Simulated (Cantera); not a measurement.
Charge: 1 mol SO₂, 0.93 mol H₂O, at 2875 K and 16.0 Pa.

These are equilibrium values from Cantera (NASA tables, ideal gas, pure condensed phases), not measurements of a reactor. Candidate condensed phases: H₂O, H₂SO₄, S; 19 gas species. Rates play no part.

Base state: O 0.484, H 0.326, S 0.157, SO 0.0209, O₂ 0.00714, OH 0.00362, H₂ 0.00151, SO₂ 0.000604 (mole fractions); condensed: gas only.

What changes in the equilibrium state with this change: temperature from 2875 K to 2423 K?


| species | before | after |
|---|---|---|
| H | 0.326 | 0.300 |
| O | 0.484 | 0.212 |
| SO | 0.0209 | 0.124 |
| S | 0.157 | 0.0327 |
| SO₂ | 0.000604 | 0.122 |
| H₂O | 5.60e-5 | 0.0392 |
| H₂ | 0.00151 | 0.0458 |
| OH | 0.00362 | 0.0486 |
| O₂ | 0.00714 | 0.0751 |
| SH | 0.000122 | 0.000437 |
| S₂ | 0.000132 | 0.000174 |

What changes in the equilibrium state with this change: temperature from 2875 K to 1000 K?


```csv
species,before,after
SO₂,0.000604,0.518
H₂O,5.60e-5,0.482
H₂,0.00151,6.49e-6
O,0.484,<1e-9
H,0.326,<1e-9
S,0.157,<1e-9
SO,0.0209,1.53e-7
S₂,0.000132,<1e-9
SH,0.000122,<1e-9
```

What changes in the equilibrium state with this change: temperature from 2875 K to 1473 K?


| species | before | after |
|---|---|---|
| SO₂ | 0.000604 | 0.517 |
| H₂O | 5.60e-5 | 0.480 |
| H₂ | 0.00151 | 0.00165 |
| O | 0.484 | 6.64e-6 |
| S | 0.157 | 1.04e-7 |
| H | 0.326 | 4.06e-5 |
| SO | 0.0209 | 0.000306 |
| S₂ | 0.000132 | 1.97e-9 |
| SH | 0.000122 | 2.62e-8 |
| OH | 0.00362 | 0.000307 |
| O₂ | 0.00714 | 0.000905 |
